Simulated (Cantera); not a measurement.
A closed system holds: 1 mol Si₃N₄, 5.7 mol O₂, 22 mol N₂, 13 mol NF₃, held at 1600 K and 0.000480 bar.

Equilibrium computed with Cantera from the NASA thermochemical tables; the gas is ideal and each condensed phase is pure. Candidate condensed phases: Si, SiO₂, Si₂N₂O, Si₃N₄; 28 gas species. Equilibrium is a limit: real reactors are often held back by kinetics, nucleation or transport.

Base state: N₂ 0.460, F 0.408, O₂ 0.0855, SiF₄ 0.0453, NO 0.000944, O 0.000194 (mole fractions); condensed: gas only.

Task: What changes in the equilibrium state with this change: NF₃ from 13 to 1.8 mol?

Result: 
| species | before | after |
|---|---|---|
| N₂ | 0.460 | 0.821 |
| O₂ | 0.0855 | 0.133 |
| SiF₄ | 0.0453 | 0.0445 |
| F | 0.408 | 3.37e-5 |
| NO | 0.000944 | 0.00157 |
| O | 0.000194 | 0.000241 |
| SiO₂(β-quartz), mol | 0 | 1.65 |
The tables hold silica as quartz up to 1696 K and as liquid above; real silica turns to tridymite and cristobalite and melts near 1996 K.
